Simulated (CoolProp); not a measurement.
R410A at 475.96 K and 2.07 MPa flows at 14 m/s in a round tube of 4.6 mm bore and 15 µm roughness, fully developed (64/Re and Nu = 3.66 if laminar; Colebrook and Gnielinski if turbulent). Each further row changes one setting.

The numbers come from the reference Helmholtz-energy equation of state, Lemmon 2003 in CoolProp. It is a pseudo-pure fit of the blend.

```csv
case,Reynolds number,Darcy friction factor,pressure drop (Pa/m),heat-transfer coefficient (W/(m² K)),mass flow (kg/h)
as stated,123000,?,?,?,?
velocity 28 m/s,247000,0.0273,92700,4630,?
diameter 9.2 mm,247000,?,?,1940,?
```

Task: Some entries are withheld; supply them.

Result: 
- as stated, Darcy friction factor: 0.0278
- as stated, pressure drop (Pa/m): 23600
- as stated, heat-transfer coefficient (W/(m² K)): 2350
- as stated, mass flow (kg/h): 33.4
- velocity 28 m/s, mass flow (kg/h): 66.7
- diameter 9.2 mm, Darcy friction factor: 0.0230
- diameter 9.2 mm, pressure drop (Pa/m): 9770
- diameter 9.2 mm, mass flow (kg/h): 133

Viscosity comes from a separate model (Geller 2000). Thermal conductivity comes from a separate model (Geller 2001).
